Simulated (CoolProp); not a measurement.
Saturation properties of hydrogen sulfide.

Model: reference Helmholtz-energy equation of state, Lemmon 2006, in CoolProp. It is a short technical equation, of lower accuracy than the large ones.

```json
[
 {"T (°C)": "-40.05", "p (kPa)": "256.1", "liquid density (kg/m³)": "912.7", "vapour density (kg/m³)": "4.712", "liquid viscosity (µPa s)": "227", "vapour viscosity (µPa s)": "9.05"},
 {"T (°C)": "-37.45", "p (kPa)": "284.8", "liquid density (kg/m³)": "[?]", "vapour density (kg/m³)": "5.201", "liquid viscosity (µPa s)": "[?]", "vapour viscosity (µPa s)": "9.13"},
 {"T (°C)": "-34.85", "p (kPa)": "316.0", "liquid density (kg/m³)": "903.0", "vapour density (kg/m³)": "5.728", "liquid viscosity (µPa s)": "215", "vapour viscosity (µPa s)": "9.21"},
 {"T (°C)": "-32.25", "p (kPa)": "349.6", "liquid density (kg/m³)": "898.1", "vapour density (kg/m³)": "6.294", "liquid viscosity (µPa s)": "209", "vapour viscosity (µPa s)": "9.30"},
 {"T (°C)": "-29.65", "p (kPa)": "386.0", "liquid density (kg/m³)": "893.2", "vapour density (kg/m³)": "[?]", "liquid viscosity (µPa s)": "204", "vapour viscosity (µPa s)": "9.38"},
 {"T (°C)": "-27.05", "p (kPa)": "425.1", "liquid density (kg/m³)": "888.2", "vapour density (kg/m³)": "7.554", "liquid viscosity (µPa s)": "199", "vapour viscosity (µPa s)": "9.46"},
 {"T (°C)": "-24.35", "p (kPa)": "468.8", "liquid density (kg/m³)": "882.9", "vapour density (kg/m³)": "8.279", "liquid viscosity (µPa s)": "194", "vapour viscosity (µPa s)": "9.55"},
 {"T (°C)": "-21.75", "p (kPa)": "514.1", "liquid density (kg/m³)": "877.8", "vapour density (kg/m³)": "9.026", "liquid viscosity (µPa s)": "189", "vapour viscosity (µPa s)": "9.63"},
 {"T (°C)": "-19.15", "p (kPa)": "562.6", "liquid density (kg/m³)": "872.7", "vapour density (kg/m³)": "9.824", "liquid viscosity (µPa s)": "185", "vapour viscosity (µPa s)": "9.71"},
 {"T (°C)": "-16.55", "p (kPa)": "614.4", "liquid density (kg/m³)": "867.5", "vapour density (kg/m³)": "10.68", "liquid viscosity (µPa s)": "180", "vapour viscosity (µPa s)": "9.79"},
 {"T (°C)": "-13.95", "p (kPa)": "669.8", "liquid density (kg/m³)": "862.3", "vapour density (kg/m³)": "11.58", "liquid viscosity (µPa s)": "176", "vapour viscosity (µPa s)": "9.88"},
 {"T (°C)": "-11.25", "p (kPa)": "731.1", "liquid density (kg/m³)": "[?]", "vapour density (kg/m³)": "12.58", "liquid viscosity (µPa s)": "172", "vapour viscosity (µPa s)": "9.96"},
 {"T (°C)": "-8.65", "p (kPa)": "794.0", "liquid density (kg/m³)": "851.4", "vapour density (kg/m³)": "13.61", "liquid viscosity (µPa s)": "168", "vapour viscosity (µPa s)": "10.0"}
]
```

Some entries are withheld; supply them.


- -37.45, liquid density (kg/m³): 907.9
- -37.45, liquid viscosity (µPa s): 220
- -29.65, vapour density (kg/m³): 6.902
- -11.25, liquid density (kg/m³): 856.8

It boils at -60.3 °C under 1 atm.

Viscosity comes from a separate model (Quiñones-Cisneros 2012).
